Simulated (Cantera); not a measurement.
## Al + H2O + N2 (metals in furnace atmospheres)

Input: 1 mol Al, 0.024 mol H2O, 1.6 mol N2, equilibrated at 0.00580 bar.

Equilibrium computed with Cantera from the NASA thermochemical tables; the gas is ideal and each condensed phase is pure. Candidate condensed phases: Al, AlN, Al2O3, H2O; 35 gas species. Mutual solubility and eutectic melting of coexisting phases are not modelled. Condensed phases not in the tables: aluminium oxynitride. The numbers say what is thermodynamically allowed, not how fast it happens.

```tsv
T (K)	x N2	x Al	x H2	x Al2O	x H	x AlH	x Al2	x AlOH	n AlN(s)	n Al2O3(s)
673	0.979	<1e-12	0.0212	<1e-12	<1e-12	<1e-12	<1e-12	<1e-12	0.984	0.00800
823	0.979	<1e-12	0.0212	<1e-12	1.40e-11	<1e-12	<1e-12	<1e-12	0.984	0.00800
973	0.979	<1e-12	0.0212	<1e-12	2.07e-9	<1e-12	<1e-12	<1e-12	0.984	0.00800
1123	0.979	<1e-12	0.0212	<1e-12	8.14e-8	<1e-12	<1e-12	<1e-12	0.984	0.00800
1273	0.979	1.54e-11	0.0212	<1e-12	1.36e-6	<1e-12	<1e-12	2.78e-12	0.984	0.00800
1423	0.979	8.90e-9	0.0212	1.16e-10	1.27e-5	1.63e-10	<1e-12	2.87e-10	0.984	0.00800
1573	0.979	1.51e-6	0.0212	8.14e-8	7.77e-5	1.54e-8	<1e-12	1.20e-8	0.984	0.00800
1723	0.979	0.000104	0.0210	1.78e-5	0.000347	6.48e-7	1.01e-10	2.57e-7	0.984	0.00799
1873	0.973	0.00358	0.0204	0.00161	0.00121	1.47e-5	4.61e-8	3.29e-6	0.977	0.00738
2023	0.886	0.0759	0.0164	0.0181	0.00319	0.000197	9.07e-6	6.10e-6	0.851	0
```
x: gas mole fraction; n: condensed amount in mol.

From 673 K to 1873 K the condensed part is AlN(s) + Al2O3(s). At 2023 K the condensed part is AlN(s).
